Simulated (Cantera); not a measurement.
Input: 1 mol ZrN, 0.082 mol N2, equilibrated at 1 atm.

Cantera equilibrium calculation (NASA polynomials, part measured and part estimated; ideal gas, pure solids and liquids). Candidate condensed phases: Zr, ZrN; 4 gas species. ZrN: taken at fixed stoichiometry. Rates play no part. All values below are at 2225 K.

Base state: N2 1.00 (mole fractions); condensed: ZrN(s).

What changes in the equilibrium state with this change: 0.00022 mol NH3 added?


```csv
species,before,after
N2,1.00,0.996
H2,0,0.00380
H,0,0.000397
"ZrN(s), mol",1.00,1.00
```
